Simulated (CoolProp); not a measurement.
Vapour-liquid equilibrium of n-hexane (1) + cyclohexane (2) at 191.05 °C; x and y are mole fractions of (1).

Values from CoolProp's multi-fluid Helmholtz-energy mixture model, Thol 2019 and Zhou 2014; pair parameters Bell 2016.

```csv
x,bubble pressure (kPa),y at the bubble point,dew pressure at overall composition x (kPa),liquid density (mol/L)
0.05,[?],0.064,1183,[?]
0.2,1255,[?],1239,[?]
0.35,1318,0.400,1298,6.357
0.5,[?],0.549,1358,6.094
0.65,1435,0.690,1418,5.838
0.8,1491,[?],1480,5.591
0.95,[?],0.957,1543,5.349
```

What belongs in the gaps?


- 0.05, bubble pressure (kPa): 1188
- 0.05, liquid density (mol/L): 6.916
- 0.2, y at the bubble point: 0.240
- 0.2, liquid density (mol/L): 6.631
- 0.5, bubble pressure (kPa): 1377
- 0.8, y at the bubble point: 0.825
- 0.95, bubble pressure (kPa): 1546

No azeotrope shows between x = 0.05 and 0.95.

The pair parameters rest on a limited set of measurements; away from them the model extrapolates.
